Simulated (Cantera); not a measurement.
Mixture: 21.6 % CO, 1.10 % H₂, 11.7 % O₂, 44.1 % N₂, 21.4 % H₂O, equivalence ratio 0.97, at 0.987 atm, adiabatic and at constant volume. Ignition delay is the time to a rise of 400 K.

Computed with Cantera and GRI-Mech 3.0 (53 species, 325 reactions). Where the delays flatten at high temperature, the 400 K rule measures the pace of heat release, not the induction time.

### Question
Predict: delay at 1098 K; delay at 1148 K; delay at 1198 K; delay at 1248 K; delay at 1298 K; delay at 1348 K; apparent activation energy between 1248 and 1348 K.

### Answer
* **delay at 1098 K**: 0.744 ms
* **delay at 1148 K**: 0.349 ms
* **delay at 1198 K**: 0.214 ms
* **delay at 1248 K**: 0.151 ms
* **delay at 1298 K**: 0.116 ms
* **delay at 1348 K**: 93.6 µs
* **apparent activation energy between 1248 and 1348 K**: 67 kJ/mol
